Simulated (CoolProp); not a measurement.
Vapour-liquid equilibrium of methanol (1) + dimethyl carbonate (2) at 116.95 °C; x and y are mole fractions of (1).

Values from CoolProp's multi-fluid Helmholtz-energy mixture model, de Reuck 1993 and Zhou 2011; pair parameters Bell 2016.

| x | bubble pressure, mixture model (bar) | bubble pressure, Raoult's law (bar) | y, mixture model | y, Raoult's law |
|---|---|---|---|---|
| 0.05 | 2.722 | 2.407 | 0.205 | 0.122 |
| 0.125 | 3.336 | 2.681 | … | 0.274 |
| 0.2 | 3.837 | 2.955 | 0.492 | 0.398 |
| 0.275 | 4.248 | 3.229 | … | 0.501 |
| 0.35 | 4.586 | 3.503 | 0.624 | 0.587 |
| 0.425 | 4.865 | 3.777 | 0.669 | 0.661 |
| 0.5 | 5.099 | 4.051 | 0.707 | 0.725 |
| 0.575 | 5.297 | 4.325 | … | 0.781 |
| 0.65 | 5.467 | 4.599 | … | 0.831 |
| 0.725 | 5.612 | 4.874 | … | 0.874 |
| 0.8 | 5.733 | 5.148 | 0.850 | 0.914 |
| 0.875 | … | 5.422 | 0.896 | 0.949 |
| 0.95 | 5.877 | 5.696 | 0.953 | 0.980 |

Question: What belongs in the gaps?

Answer: 
- 0.125, y, mixture model: 0.383
- 0.275, y, mixture model: 0.568
- 0.575, y, mixture model: 0.742
- 0.65, y, mixture model: 0.776
- 0.725, y, mixture model: 0.811
- 0.875, bubble pressure, mixture model (bar): 5.825

The largest gap from Raoult's law is +31.6 % in bubble pressure, at x = 0.275. No azeotrope shows between x = 0.05 and 0.95.

Pair parameters are fitted to limited data, so mixtures are less certain than the pure fluids.
